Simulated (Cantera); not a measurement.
## Equilibrium for hydrogen reduction and annealing atmospheres: FeS + H₂

Feed: 1 mol FeS, 7.4 mol H₂, at 8.30 bar.

These are equilibrium values from Cantera (NASA tables, ideal gas, pure condensed phases), not measurements of a reactor. Candidate condensed phases: Fe, FeS, FeS₂, S; 8 gas species. Metal and sulfide melt together well below either melting point, which pure phases cannot show. Mutual solubility and eutectic melting of coexisting phases are not modelled. FeS: taken at fixed stoichiometry. Rates play no part.

From 775 °C to 875 °C the condensed part is Fe(α) + FeS(s). From 925 °C to 1175 °C the condensed part is Fe(γ) + FeS(s). At 1225 °C the condensed part is Fe(γ) + FeS(l).

```csv
T (°C),x H₂,x H₂S,x SH,x H,x S₂,n Fe(α),n FeS(s),n Fe(γ),n FeS(l)
775,0.998,0.00158,8.21e-9,2.68e-9,4.42e-11,0.0117,0.988,0,0
825,0.998,0.00225,2.76e-8,8.58e-9,2.29e-10,0.0166,0.983,0,0
875,0.997,0.00310,8.35e-8,2.48e-8,1.03e-9,0.0229,0.977,0,0
925,0.996,0.00416,2.31e-7,6.58e-8,4.10e-9,0,0.969,0.0308,0
975,0.995,0.00546,5.87e-7,1.62e-7,1.46e-8,0,0.960,0.0404,0
1025,0.993,0.00699,1.39e-6,3.71e-7,4.71e-8,0,0.948,0.0517,0
1075,0.991,0.00876,3.07e-6,8.00e-7,1.38e-7,0,0.935,0.0648,0
1125,0.989,0.0108,6.39e-6,1.63e-6,3.75e-7,0,0.920,0.0797,0
1175,0.987,0.0130,1.26e-5,3.18e-6,9.42e-7,0,0.904,0.0964,0
1225,0.985,0.0146,2.24e-5,5.92e-6,1.97e-6,0,0,0.108,0.892
```
x: gas mole fraction; n: condensed amount in mol.
